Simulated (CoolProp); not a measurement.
The fluid at 171.57 K and 0.0339 MPa expands adiabatically to 0.00813 MPa with isentropic efficiency 0.9. The same conditions are run with several fluids, on thermodynamics alone (safety and materials aside).

Values from CoolProp's reference Helmholtz-energy equation of state of each fluid (CF4 (R14): Platzer 1990; normal hydrogen: Leachman 2009; nitrogen: Span 2000; oxygen: Schmidt 1985; fluorine: de Reuck 1990). The equations of Platzer and Polt are older, rougher fits.

```csv
fluid,work (kJ/kg),final temperature (K),final density (kg/m³)
CF4 (R14),18.0,132.1,0.654
normal hydrogen,726,112.9,0.0175
nitrogen,53.7,119.8,0.229
oxygen,47.0,119.8,0.261
fluorine,39.6,120.0,0.310
```
